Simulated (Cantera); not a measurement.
Feed: 1 mol SiHCl3, 0.009 mol C2H4, 5.5 mol H2, equilibrated at 4.30 mbar.

Equilibrium computed with Cantera from the NASA thermochemical tables; the gas is ideal and each condensed phase is pure. Candidate condensed phases: C, C6H6, C7H8, C8H18, Si, SiC; 109 gas species. Mutual solubility and eutectic melting of coexisting phases are not modelled. The tables' values for SiCl, SiCl3 are old estimates; treat these amounts as uncertain. Gases not in the tables: Si2H6 and higher silanes. Equilibrium is a limit: real reactors are often held back by kinetics, nucleation or transport.

x: gas mole fraction; n: condensed amount in mol.

```tsv
T (K)	x H2	x HCl	x SiCl2	x H	x Si	x Cl	n Si(s)	n SiC(s)	n Si(l)
1575	0.722	0.158	0.117	0.000538	1.34e-5	9.35e-5	0.0843	0.0180	0
1650	0.722	0.156	0.119	[?]	[?]	[?]	[?]	0.0180	0
1725	0.720	0.157	0.119	0.00240	0.000236	0.000407	0	0.0180	0.0762
1800	0.714	0.163	0.115	0.00461	0.000739	0.000807	0	0.0179	0.0940
1875	0.706	0.168	0.112	0.00840	0.00211	0.00151	0	0.0177	0.103
1950	0.695	0.171	0.107	0.0146	0.00554	0.00269	0	0.0170	0.0907
2025	0.677	0.172	0.102	[?]	[?]	[?]	0	[?]	[?]
2100	0.647	0.184	0.0893	0.0382	0.0248	0.00799	0	0.00956	0
```

### Question
Some entries are withheld; supply them.

### Answer

- 1650, x H: 0.00118
- 1650, x Si: 6.23e-5
- 1650, x Cl: 0.000199
- 1650, n Si(s): 0.0724
- 2025, x H: 0.0242
- 2025, x Si: 0.0135
- 2025, x Cl: 0.00456
- 2025, n SiC(s): 0.0147
- 2025, n Si(l): 0.0347
